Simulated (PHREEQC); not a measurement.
Reverse-osmosis permeate: an equilibrium model

A made-up water analysis in mg/L, 25 °C, pH 5.6, pe 9.1: Na 0.899; K 0.0839; Ca 1.23; Mg 0.442; Cl 2.09; S(6) as SO4 1.46; Alkalinity as HCO3 2.8; O(0) (dissolved oxygen) 0.0624; Pb 0.0351; Br 0.0223; Li 0.000195; N(5) as NO3 0.00516.

Na is adjusted to close the charge balance.
Valence states are taken as typed.

Equilibrium calculation in PHREEQC: ion-association model, phreeqc.dat.

Each row changes one thing in this solution. Precipitation was switched off in this run.

| case | CO2 (mol/kgw) | Pb+2 (mol/kgw) | CaSO4 (mol/kgw) | CaHCO3+ (mol/kgw) | PbHCO3+ (mol/kgw) | HSO4- (mol/kgw) | SI of Pb(OH)2 (Pb(OH)2) | SI of Anglesite (PbSO4) |
|---|---|---|---|---|---|---|---|---|
| as made | 0.000269 | 1.59e-7 | 7.19e-8 | 1.77e-8 | 5.72e-9 | 3.50e-9 | -3.78 | -3.89 |
| Pb from 0.0351 to 0.105 mg/L | 0.000269 | 4.75e-7 | 7.19e-8 | 1.77e-8 | 1.71e-8 | 3.50e-9 | -3.30 | -3.41 |
| pH from 5.6 to 5.5 at the same alkalinity | 0.000343 | 1.59e-7 | 7.19e-8 | 1.79e-8 | 5.81e-9 | 4.41e-9 | -3.98 | -3.89 |
| Ca from 1.23 to 0.615 mg/L | 0.000269 | 1.59e-7 | 3.62e-8 | 8.87e-9 | 5.73e-9 | 3.52e-9 | -3.78 | -3.89 |
